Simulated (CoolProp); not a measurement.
A single-stage vapour-compression cycle with propane: evaporating at 212.15 K (dew point), condensing at 247.15 K (bubble point), superheat 0 K, subcooling 5 K, compressor efficiency 0.8, no pressure losses. Each further row changes one setting.

Model: reference Helmholtz-energy equation of state, Lemmon 2009, in CoolProp.

```csv
case,cooling COP,pressure ratio,discharge temperature (K),refrigerating effect (kJ/kg),volumetric capacity (kJ/m³)
as stated,4.41,4.84,274.8,378,390
evaporating temperature 217.15 K,5.37,3.73,269.8,384,504
condensing temperature 242.15 K,5.25,3.99,266.9,389,401
subcooling 10 K,4.55,4.84,274.8,389,401
superheat 10 K,4.36,4.84,285.6,391,384
compressor efficiency 0.7,3.86,4.84,282.3,378,390
```
